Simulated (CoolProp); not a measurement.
Vapour-liquid equilibrium of R152A (1) + isobutane (2) at 1.45 MPa; x and y are mole fractions of (1).

Values from CoolProp's multi-fluid Helmholtz-energy mixture model, Outcalt 1996 and Bücker 2006; pair parameters Bell 2016.

```
x      bubble temperature (°C)  y at the bubble point  dew temperature at overall composition x (°C)  liquid density (mol/L)
-----  -----------------------  ---------------------  ---------------------------------------------  ----------------------
0.05                      78.4             (withheld)                                     (withheld)                   8.176
0.125               (withheld)                  0.256                                           78.0                   8.457
0.2                       67.2                  0.361                                           74.6                   8.711
0.275                     63.7                  0.441                                           71.1                   8.953
0.35                      61.0                  0.506                                           67.7                   9.191
0.425                     59.0                  0.560                                           64.4                   9.437
0.5                       57.6                  0.607                                           61.2                   9.697
0.575                     56.5                  0.651                                           58.5                   9.980
0.65                      55.8                  0.693                                     (withheld)                   10.29
0.725                     55.5                  0.738                                           55.5                   10.64
0.8                       55.5                  0.789                                           55.5                   11.02
0.875                     56.0                  0.850                                           56.3                   11.44
0.95                      57.2                  0.930                                           57.5              (withheld)
```

Question: Fill in the missing entries.

Answer: 
- 0.05, y at the bubble point: 0.117
- 0.05, dew temperature at overall composition x (°C): 81.5
- 0.125, bubble temperature (°C): 72.0
- 0.65, dew temperature at overall composition x (°C): 56.6
- 0.95, liquid density (mol/L): 11.88

y crosses x between x = 0.725 and 0.8: the model has an azeotrope there.

The pair parameters rest on a limited set of measurements; away from them the model extrapolates.
